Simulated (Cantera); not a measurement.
Input (Python, Cantera) and output of one run.

```python
import numpy as np
import cantera as ct

gas_names = [...]  # 96 gases of nasa_gas.yaml made of C, Cl, H, Ti
cond_names = """
    C(gr) C6H6(L) C7H8(L) C8H18(L),n-octa Ti(a) Ti(b) Ti(L) TiC(s) TiC(L) TiCL2(s) TiCL3(s) TiCL4(L)
""".split()


# ... load() reads the species with a 1 bar reference pressure and builds the phases ...
atoms = {
    'TiCl4': {'Ti': 1, 'CL': 4},
    'C3H8': {'C': 3, 'H': 8},
    'H2': {'H': 2},
}
top_T = {'C(gr)': 4500, 'TiCL2(s)': 1300, 'TiCL3(s)': 1000}  # K; cautious upper limits of use, not melting points


# ... equilibrate(T, P, feed) seeds the gas with the atoms and calls Mixture.equilibrate('TP', solver="vcs", rtol=1e-11, max_steps=5000) ...
results = []
feed = {'TiCl4': 1, 'C3H8': 0.38, 'H2': 17}  # mol
P = 13  # Pa
for T in [1648, 1698, 1748, 1798, 1848, 1898, 1948, 1998, 2048, 2098]:
    mix = equilibrate(T, P, feed)
    results.append((T, P, feed, dict(zip(mix.species_names, mix.species_moles))))
    x = sorted(zip(gas.X, gas.species_names), reverse=True)
    print(f"T = {T:g} K  P = {P:g} Pa  gas = {mix.phase_moles(0):.4g} mol")
    print("   x: " + "  ".join(f"{s} {v:.3e}" for v, s in x if v > 0.0001))
    print("   condensed (mol): " + ("  ".join(f"{mix.phase(i).name} {mix.phase_moles(i):.4g}"
          for i in range(1, mix.n_phases) if mix.phase_moles(i) > 1e-12) or "none"))
```

It prints:

```
T = 1648 K  P = 13 Pa  gas = 20.61 mol
   x: H2 7.989e-01  HCL 1.927e-01  H 6.981e-03  CL 1.320e-03
   condensed (mol): C(gr) 0.1395  TiC(s) 0.999
T = 1698 K  P = 13 Pa  gas = 20.66 mol
   x: H2 7.951e-01  HCL 1.914e-01  H 1.131e-02  CL 2.117e-03
   condensed (mol): C(gr) 0.1387  TiC(s) 0.9989
T = 1748 K  P = 13 Pa  gas = 20.74 mol
   x: H2 7.893e-01  HCL 1.894e-01  H 1.780e-02  CL 3.297e-03
   condensed (mol): C(gr) 0.1376  TiC(s) 0.9987
T = 1798 K  P = 13 Pa  gas = 20.86 mol
   x: H2 7.809e-01  HCL 1.866e-01  H 2.729e-02  CL 4.994e-03  C2H2,acetylene 1.347e-04
   condensed (mol): C(gr) 0.1358  TiC(s) 0.9985
T = 1848 K  P = 13 Pa  gas = 21.03 mol
   x: H2 7.689e-01  HCL 1.827e-01  H 4.078e-02  CL 7.365e-03  C2H2,acetylene 1.980e-04
   condensed (mol): C(gr) 0.1334  TiC(s) 0.9983
T = 1898 K  P = 13 Pa  gas = 21.26 mol
   x: H2 7.522e-01  HCL 1.773e-01  H 5.946e-02  CL 1.058e-02  C2H2,acetylene 2.830e-04
   condensed (mol): C(gr) 0.13  TiC(s) 0.9979
T = 1948 K  P = 13 Pa  gas = 21.59 mol
   x: H2 7.298e-01  HCL 1.702e-01  H 8.467e-02  CL 1.480e-02  C2H2,acetylene 3.933e-04
   condensed (mol): C(gr) 0.1255  TiC(s) 0.9974
T = 1998 K  P = 13 Pa  gas = 22.04 mol
   x: H2 7.004e-01  HCL 1.611e-01  H 1.177e-01  CL 2.017e-02  C2H2,acetylene 5.309e-04  TiCL2 1.059e-04
   condensed (mol): C(gr) 0.1197  TiC(s) 0.9967
T = 2048 K  P = 13 Pa  gas = 22.63 mol
   x: H2 6.628e-01  H 1.599e-01  HCL 1.497e-01  CL 2.674e-02  C2H2,acetylene 6.949e-04  TiCL2 1.167e-04
   condensed (mol): C(gr) 0.1126  TiC(s) 0.9957
T = 2098 K  P = 13 Pa  gas = 23.4 mol
   x: H2 6.164e-01  H 2.119e-01  HCL 1.361e-01  CL 3.444e-02  C2H2,acetylene 8.798e-04  TiCL2 1.241e-04
   condensed (mol): C(gr) 0.1042  TiC(s) 0.994
```

Cantera equilibrium calculation (NASA polynomials, part measured and part estimated; ideal gas, pure solids and liquids). The tables' values for TiCl2 are old estimates; treat these amounts as uncertain. TiC: taken at fixed stoichiometry.
